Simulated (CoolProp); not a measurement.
Vapour pressure (MPa) of R1336mzz(Z): the reference equation beside estimates from Tc = 444.5 K, pc = 2.904 MPa, ω = 0.386. Clausius-Clapeyron is anchored at 224.6 K with a constant enthalpy of vaporisation of 32.76 kJ/mol.

Values from CoolProp's reference Helmholtz-energy equation of state, McLinden 2020.

```tsv
T (K)	reference	Clausius-Clapeyron	Redlich-Kwong
216.3	0.0006269	0.0006313	0.004465
219.1	0.0007941	0.0007968	0.005368
221.8	0.0009907	0.0009918	0.006375
224.6	0.001238	0.001238	0.007578
227.4	0.001536	0.001536	0.008959
230.2	0.001894	0.001897	0.01054
232.9	0.002304	0.002313	0.01226
235.7	0.002808	0.002828	0.01429
238.5	0.003402	0.003441	0.01657
241.3	0.004100	0.004168	0.01913
244.1	0.004915	0.005027	0.02200
246.8	0.005826	0.005998	0.02507
249.6	0.006916	0.007174	0.02861
252.4	0.008173	0.008547	0.03253
255.2	0.009615	0.01014	0.03685
```

Absolute difference from the reference over all 15 rows, mean and median: Clausius-Clapeyron 1.6 and 0.7 %, Redlich-Kwong 423.4 and 408.9 %.
